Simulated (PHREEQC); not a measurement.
Model water analysis in mg/L, 58 °C, pH 6.19, pe 8.3: Na 0.0377; K 9.62e-05; Ca 0.0387; Mg 0.0164; Cl 0.0217; S(6) as SO4 0.0583; Alkalinity as HCO3 0.183; Cd 0.00443; Pb 0.000557.

Valence states are taken as typed.

Computed with PHREEQC (ion-association model, phreeqc.dat).

Each row changes one thing in this solution. This is a speciation only: nothing precipitates in the calculation.

```
case                                               CO2 (mol/kgw)  HCO3- (mol/kgw)  CO3-2 (mol/kgw)  HSO4- (mol/kgw)  PbOH+ (mol/kgw)  SI of Pb(OH)2 (Pb(OH)2)  SI of Otavite (CdCO3)
-------------------------------------------------  -------------  ---------------  ---------------  ---------------  ---------------  -----------------------  ---------------------
as made                                                  4.39e-6          3.51e-6         3.90e-10         8.41e-11         7.73e-11                    -3.34                  -4.72
Ca from 0.0387 to 0.116 mg/L                             4.38e-6          3.51e-6         3.91e-10         8.39e-11         7.71e-11                    -3.34                  -4.73
temperature from 58 to 25 °C at the same typed pH        5.25e-6          3.63e-6         2.66e-10         3.77e-11         7.75e-11                    -4.36                  -4.89
Mg from 0.0164 to 0.0328 mg/L                            4.39e-6          3.51e-6         3.91e-10         8.40e-11         7.72e-11                    -3.34                  -4.73
pH from 6.19 to 6.49 at the same alkalinity              1.91e-6          3.05e-6         6.77e-10         4.22e-11         1.49e-10                    -2.76                  -4.49
```

Constants without temperature data keep their 25 °C values here.
